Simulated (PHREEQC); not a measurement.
Consider water at 25 °C with 0.0069 mol/kgw HNO3, 0.00083 mol/kgw H4SiO4 and 0.0031 mol/kgw CuSO4. Closed to the air; pH follows from the charge balance.

Model: ion-association model, wateq4f.dat, run in PHREEQC.

Precipitation was switched off in this run.

**Question.** Order these S species by the share of S that they hold, largest first: CuSO4, HSO4-, SO4-2.

**Answer.** SO4-2 (63 %), HSO4- (24 %), CuSO4 (13 %)

The pH is 2.26 and the ionic strength 0.0162 mol/kgw. Saturation is exceeded, for instance for Quartz (slow to form), Chalcedony (slow to form); the values hold only as long as no solid forms. Complexes and solids missing from the database can't appear.
